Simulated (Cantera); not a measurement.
# Adiabatic ignition

An adiabatic, constant-volume homogeneous reactor starts with C3H8 : O2 : N2 = 1 : 2.17 : 8.17 (molar parts), equivalence ratio 2.3, at 1273 K and 760 Torr.

Cantera simulation using GRI-Mech 3.0 (53 species, 325 reactions); the numbers are that mechanism's predictions, not measurements. GRI-Mech 3.0 was tuned for natural gas; its chemistry of propane as a main component is partial and can be far from experiment.

| t (s) | T (K) | P (bar) | x C3H8 | x O2 | x HCO | x N2O | x C2H |
|---|---|---|---|---|---|---|---|
| 4.00e-6 | 1273 | 1.01 | 0.0882 | 0.191 | <1e-12 | <1e-12 | <1e-12 |
| 2.01e-5 | 1272 | 1.01 | 0.0881 | 0.191 | 9.67e-11 | 7.58e-12 | <1e-12 |
| 0.000101 | 1272 | 1.01 | 0.0871 | 0.191 | 7.74e-9 | 7.72e-11 | <1e-12 |
| 0.000504 | 1273 | 1.02 | 0.0808 | 0.188 | 6.40e-8 | 4.25e-10 | <1e-12 |
| 0.00253 | 2561 | 2.74 | <1e-12 | 3.90e-6 | 5.60e-7 | 2.27e-8 | <1e-12 |
| 0.0127 | 2563 | 2.74 | <1e-12 | 4.00e-6 | 5.62e-7 | 7.07e-9 | <1e-12 |
| 0.0635 | 2563 | 2.74 | <1e-12 | 4.00e-6 | 5.62e-7 | 7.02e-9 | <1e-12 |
| 0.318 | 2563 | 2.74 | <1e-12 | 4.00e-6 | 5.62e-7 | 7.02e-9 | <1e-12 |
| 1.60 | 2563 | 2.74 | <1e-12 | 4.00e-6 | 5.62e-7 | 7.02e-9 | <1e-12 |
| 8.00 | 2563 | 2.74 | <1e-12 | 4.00e-6 | 5.62e-7 | 7.02e-9 | <1e-12 |
x: mole fraction; the columns are a selection and need not sum to one.

| Quantity | Result |
|---|---|
| time of steepest temperature rise | 1.48 ms |
| temperature at 8.00 s | 2563 K |
| equilibrium temperature | 2563 K |
| x(C3H8) at 8.00 s | <1e-12 (gas-phase equilibrium <1e-12) |
| x(O2) at 8.00 s | 4.00e-6 (gas-phase equilibrium 4.00e-6) |
| x(HCO) at 8.00 s | 5.62e-7 (gas-phase equilibrium 5.62e-7) |
